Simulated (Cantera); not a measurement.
Input: 1 mol Al, 450 mol NH3, 1.7 mol H2, equilibrated at 480 Torr.

Cantera equilibrium calculation (NASA polynomials, part measured and part estimated; ideal gas, pure solids and liquids). Candidate condensed phases: Al, AlN; 13 gas species. Rates play no part. All values below are at 1898 K.

Base state: H2 0.750, N2 0.249, H 0.000846, Al 1.04e-5 (mole fractions); condensed: AlN(s).

### Question
What changes in the equilibrium state with this change: pressure from 480 Torr to 5.03 Torr?

### Answer
```csv
species,before,after
H2,0.750,0.742
N2,0.249,0.248
H,0.000846,0.00823
Al,1.04e-5,0.00108
AlH,2.56e-6,2.69e-5
"AlN(s), mol",0.988,0
```
